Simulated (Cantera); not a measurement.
## Equilibrium for carbothermic reduction: CuO + CO + N2

Input: 1 mol CuO, 3.6 mol CO, 0.14 mol N2, equilibrated at 725 °C and 0.133 bar.

Equilibrium computed with Cantera from the NASA thermochemical tables; the gas is ideal and each condensed phase is pure. Candidate condensed phases: C, Cu, CuO, Cu2O; 27 gas species. Kinetics and transport are ignored.

The x(CO) comes out as 0.695 and the x(CO2) comes out as 0.267. The x(N2) comes out as 0.0374. The n(Cu(s)) comes out as 1.00 mol, the gas amount is 3.740 mol and the log10 activity of C(graphite) (absent) is -0.85.
